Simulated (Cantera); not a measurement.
An isothermal, constant-pressure homogeneous reactor starts with NO : N2 = 1 : 2.9 (molar parts), at 1800 K and 2670 Pa. Integrator tolerance rtol = 1e-08.

Computed with Cantera and GRI-Mech 3.0 (53 species, 325 reactions). Radical loss at walls, strong at low pressure, is not modelled.

Question: What does this change do: temperature 1800 to 1425 K?

Answer: 
```
quantity                                             before                                    after
----------------  -----------------------------------------  ---------------------------------------
x(NO) at 70.0 s       0.172 (gas-phase equilibrium 0.00340)   0.256 (gas-phase equilibrium 0.000686)
x(O2) at 70.0 s        0.0421 (gas-phase equilibrium 0.126)   0.000390 (gas-phase equilibrium 0.128)
x(N2O) at 70.0 s    9.99e-6 (gas-phase equilibrium 3.35e-8)  1.94e-5 (gas-phase equilibrium 7.41e-9)
x(NO2) at 70.0 s    3.11e-5 (gas-phase equilibrium 1.08e-6)  2.02e-5 (gas-phase equilibrium 5.94e-7)
x(N2) at 70.0 s         0.786 (gas-phase equilibrium 0.870)      0.744 (gas-phase equilibrium 0.871)
x(O) at 70.0 s    0.000162 (gas-phase equilibrium 0.000267)  3.97e-7 (gas-phase equilibrium 3.06e-6)
```

Question: What does this change do: temperature 1800 to 2125 K?

Answer: 
```tsv
quantity	before	after
x(NO) at 70.0 s	0.172 (gas-phase equilibrium 0.00340)	0.00849 (gas-phase equilibrium 0.00849)
x(O2) at 70.0 s	0.0421 (gas-phase equilibrium 0.126)	0.122 (gas-phase equilibrium 0.122)
x(N2O) at 70.0 s	9.99e-6 (gas-phase equilibrium 3.35e-8)	8.11e-8 (gas-phase equilibrium 8.11e-8)
x(NO2) at 70.0 s	3.11e-5 (gas-phase equilibrium 1.08e-6)	1.49e-6 (gas-phase equilibrium 1.49e-6)
x(N2) at 70.0 s	0.786 (gas-phase equilibrium 0.870)	0.866 (gas-phase equilibrium 0.866)
x(O) at 70.0 s	0.000162 (gas-phase equilibrium 0.000267)	0.00355 (gas-phase equilibrium 0.00355)
```
